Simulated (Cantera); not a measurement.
A Cantera script and what it prints.

```python
import numpy as np
import cantera as ct

gas_names = """
    H H2 Si SiH SiH2 SiH3 SiH4 Si2 Si3
""".split()
cond_names = """
    Si(cr) Si(L)
""".split()


def load(file, names, dense=False):
    # The tables refer to 1 bar. Condensed volumes are neglected.
    table = {s.name: s for s in ct.Species.list_from_file(file)}
    out = []
    for n in names:
        d = dict(table[n].input_data)
        d["thermo"] = dict(d["thermo"], **{"reference-pressure": 1e5})
        if dense:
            d["equation-of-state"] = {"model": "constant-volume", "density": "1e6 g/cm^3"}
        out.append(ct.Species.from_dict(d))
    return out


gas = ct.Solution(thermo="ideal-gas", species=load("nasa_gas.yaml", gas_names))
cond = {s.name: ct.Solution(thermo="fixed-stoichiometry", species=[s], name=s.name)
        for s in load("nasa_condensed.yaml", cond_names, dense=True)}
atoms = {
    'Si': {'Si': 1},
    'H2': {'H': 2},
}
top_T = {}  # K; cautious upper limits of use, not melting points


def equilibrate(T, P, feed):
    n = {}
    for name, mol in feed.items():
        for a, k in atoms[name].items():
            n[a] = n.get(a, 0.0) + k * mol
    gas.TPX = T, P, n
    mass = sum(n.values()) * gas.mean_molecular_weight
    gas.equilibrate("TP")
    valid = [c for c in cond.values() if c.min_temp <= T <= top_T.get(c.name, c.max_temp)]
    mix = ct.Mixture([(gas, mass / gas.mean_molecular_weight)] + [(c, 0.0) for c in valid])
    mix.T, mix.P = T, P
    mix.equilibrate("TP", solver="vcs", rtol=1e-11, max_steps=5000)
    return mix


results = []
feed = {'Si': 1, 'H2': 0.61}  # mol
T = 975  # K
P = 150000  # Pa
mix = equilibrate(T, P, feed)
results.append((T, P, feed, dict(zip(mix.species_names, mix.species_moles))))
x = sorted(zip(gas.X, gas.species_names), reverse=True)
print(f"T = {T:g} K  P = {P:g} Pa  gas = {mix.phase_moles(0):.4g} mol")
print("   x: " + "  ".join(f"{s} {v:.3e}" for v, s in x if v > 0.0001))
print("   condensed (mol): " + ("  ".join(f"{mix.phase(i).name} {mix.phase_moles(i):.4g}"
      for i in range(1, mix.n_phases) if mix.phase_moles(i) > 1e-12) or "none"))
```

It prints:

```
T = 975 K  P = 150000 Pa  gas = 0.61 mol
   x: H2 1.000e+00
   condensed (mol): Si(cr) 1
```

Cantera equilibrium calculation (NASA polynomials, part measured and part estimated; ideal gas, pure solids and liquids).
